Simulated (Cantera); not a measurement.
Feed: 1 mol ZrN, 0.028 mol H2, equilibrated at 2650 °C and 0.00440 bar.

Method: chemical equilibrium by Gibbs-energy minimisation in Cantera with the NASA 1993 tables (ideal gas, pure condensed phases). Candidate condensed phases: Zr, ZrN; 11 gas species. Mutual solubility and eutectic melting of coexisting phases are not modelled. ZrN: taken at fixed stoichiometry. Condensed phases not in the tables: N, O or C dissolved in the metal. Rates play no part.

What is the equilibrium state?


```json
{
  "x(H)": "0.720",
  "x(H2)": "0.148",
  "x(N2)": "0.0976",
  "x(Zr)": "0.0344",
  "x(N)": "3.94e-5",
  "n(Zr(l))": "0.00886 mol",
  "n(ZrN(s))": "0.989 mol",
  "gas_amount": "0.05510 mol"
}
```
